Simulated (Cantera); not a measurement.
An isothermal, constant-pressure homogeneous reactor starts with 1.35 % C2H4, 98.6 % H2, at 1775 K and 100000 Pa.

Detailed kinetics in Cantera: GRI-Mech 3.0 (53 species, 325 reactions). GRI-Mech 3.0 was tuned for natural gas; its chemistry of ethylene as a main component is partial and can be far from experiment. GRI-Mech 3.0 stops at C3 and has no aromatics, soot or wall deposition, so with more carbon than oxygen in the feed, carbon stays in small species such as C2H2 where larger ones or solid carbon would form.

One state of this run: x C2H4 = 0.000266; x H2 = 0.983; x H = 0.000289; x C2H = 2.26e-8; x CH4 = 0.00671; x C2H6 = 3.86e-7; x CH2 = 1.29e-8. x: mole fraction; the columns are a selection and need not sum to one.

**Question.** Which value of t (s) does it belong to?
A. 5.74e-5
B. 9.72e-6
C. 0.0118
D. 1.00

**Answer.** D, 1.00
